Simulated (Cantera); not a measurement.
A diamond (100) surface in a fixed gas of H2 with x(CH4) = 0.0062, x(H) = 0.023, x(CH3) = 0.00025, 0.0210 bar; coverages are run to steady state.

Cantera simulation using the Harris–Goodwin 1993 mechanism for the reconstructed diamond (100) surface; the numbers are that mechanism's predictions, not measurements.

θ: site fractions in the mechanism's names (c6HH fully hydrogenated, c6H* and c6*H radical sites, c6** diradical, c6HM methylated).

| T (K) | growth (µm/h) | θ c6HH | θ c6H* | θ c6*H | θ c6** | θ c6HM |
|---|---|---|---|---|---|---|
| 950 | ___ | 0.637 | 0.0141 | 0.332 | 0.00666 | 0.00725 |
| 1000 | ___ | 0.592 | 0.0183 | 0.372 | 0.00972 | 0.00579 |
| 1050 | 3.24 | 0.549 | 0.0229 | 0.408 | 0.0136 | 0.00454 |
| 1100 | 3.52 | 0.509 | 0.0279 | 0.440 | 0.0184 | 0.00335 |
| 1150 | 3.31 | 0.471 | 0.0331 | 0.468 | 0.0241 | 0.00218 |
| 1200 | ___ | 0.437 | 0.0385 | 0.491 | 0.0308 | 0.00119 |
| 1250 | ___ | 0.406 | 0.0439 | 0.511 | 0.0383 | 0.000556 |
| 1300 | ___ | 0.377 | 0.0494 | 0.526 | 0.0467 | 0.000237 |
| 1350 | 1.39 | 0.351 | 0.0547 | 0.538 | 0.0558 | 9.84e-5 |
| 1400 | 1.37 | 0.327 | 0.0599 | 0.547 | 0.0655 | 4.04e-5 |

### Question
Some entries are withheld; supply them.

### Answer

- 950, growth (µm/h): 2.15
- 1000, growth (µm/h): 2.72
- 1200, growth (µm/h): 2.65
- 1250, growth (µm/h): 1.96
- 1300, growth (µm/h): 1.54
